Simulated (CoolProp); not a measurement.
Vapour-liquid equilibrium of benzene (1) + n-dodecane (2) at 396 K; x and y are mole fractions of (1).

Values from CoolProp's multi-fluid Helmholtz-energy mixture model, Thol 2012 and Lemmon 2004; pair parameters Bell 2016.

```tsv
x	bubble pressure (MPa)	y at the bubble point	dew pressure at overall composition x (MPa)	liquid density (mol/L)
0.05	0.01777	0.701	0.005812	4.080
0.2	0.06234	0.927	0.006880	4.525
0.35	0.1118	0.966	0.008426	5.061
0.5	0.1604	0.981	0.01086	5.719
0.65	0.2072	0.989	0.01529	6.552
0.8	0.2542	0.995	0.02581	7.643
0.95	0.3040	0.999	0.08432	9.142
```

No azeotrope shows between x = 0.05 and 0.95.

The pair parameters rest on a limited set of measurements; away from them the model extrapolates.
